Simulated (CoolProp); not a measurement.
Vapour-liquid equilibrium of R143a (1) + n-butane (2) at 8.95 °C; x and y are mole fractions of (1).

Model: multi-fluid Helmholtz-energy mixture model, Lemmon and Jacobsen 2000 and Bücker 2006; pair parameters Bell 2016, in CoolProp.

```tsv
x	bubble pressure (kPa)	y at the bubble point	dew pressure at overall composition x (kPa)	liquid density (mol/L)
0.05	258.7	0.450	150.6	10.22
0.2	471.5	0.713	178.8	10.37
0.35	575.0	0.779	219.6	…
0.5	637.5	0.815	283.5	10.71
0.65	689.7	0.850	…	…
0.8	742.5	0.896	612.0	…
0.95	795.4	0.967	785.0	11.65
```

What belongs in the gaps?


- 0.35, liquid density (mol/L): 10.53
- 0.65, dew pressure at overall composition x (kPa): 396.2
- 0.65, liquid density (mol/L): 10.94
- 0.8, liquid density (mol/L): 11.25

No azeotrope shows between x = 0.05 and 0.95.

The pair parameters rest on a limited set of measurements; away from them the model extrapolates. With so large a gap from Raoult's law the liquid may split in two, which this calculation doesn't test in full.
